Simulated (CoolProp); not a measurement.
The numbers come from the reference Helmholtz-energy equation of state, Thol 2018 in CoolProp.

Q: For hydrogen chloride, give the phase and the density (kg/m³), cv (kJ/(kg K)) at -106.75 °C and 2.22 MPa; -106.75 °C and 7.01 MPa.

A: 
- -106.75 °C and 2.22 MPa: liquid; density 1240, cv 1.10
- -106.75 °C and 7.01 MPa: liquid; density 1240, cv 1.10
